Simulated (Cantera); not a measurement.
An isothermal, constant-pressure homogeneous reactor starts with H₂ : O₂ : N₂ = 0.96 : 1 : 12 (molar parts), at 1400 K and 0.420 bar.

Detailed kinetics in Cantera: GRI-Mech 3.0 (53 species, 325 reactions). The temperature is held fixed by assumption; the heat of reaction is taken as removed at once.

x: mole fraction; the columns are a selection and need not sum to one.

```tsv
t (s)	x H₂	x O₂	x H₂O₂	x O	x H₂O
5.00e-5	0.0687	0.0716	3.98e-9	3.80e-6	1.87e-5
0.000189	0.00684	0.0403	7.01e-7	0.0107	0.0496
0.000717	0.00267	0.0386	6.66e-7	0.00309	0.0650
0.00271	0.000252	0.0384	2.22e-7	0.000263	0.0706
0.0103	…	0.0385	…	…	0.0711
0.0389	2.35e-6	0.0386	7.38e-9	2.64e-6	0.0712
0.147	5.28e-7	0.0386	1.96e-9	6.05e-7	0.0712
0.558	2.64e-7	0.0386	1.05e-9	3.00e-7	0.0712
2.11	2.54e-7	0.0386	1.01e-9	2.89e-7	0.0712
8.00	2.54e-7	0.0386	1.01e-9	2.89e-7	0.0712
```

Q: Some entries are withheld; supply them.

A: 
- 0.0103, x H₂: 1.77e-5
- 0.0103, x H₂O₂: 3.76e-8
- 0.0103, x O: 1.89e-5
